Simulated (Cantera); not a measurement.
Charge: 1 mol SiO₂, 0.31 mol C, 7.3 mol N₂, held at 87.0 mbar.

Cantera equilibrium calculation (NASA polynomials, part measured and part estimated; ideal gas, pure solids and liquids). Candidate condensed phases: C, Si, SiC, SiO₂, Si₂N₂O, Si₃N₄; 34 gas species. Mutual solubility and eutectic melting of coexisting phases are not modelled. The tables hold silica as quartz up to 1696 K and as liquid above; real silica turns to tridymite and cristobalite and melts near 1996 K. Kinetics and transport are ignored.

At 1277 °C, list the 3 most abundant gas species with their mole fractions, and the condensed phases.

N₂ 0.959, CO 0.0413, SiO 0.000214. Condensed: SiO₂(β-quartz) + Si₂N₂O(s).
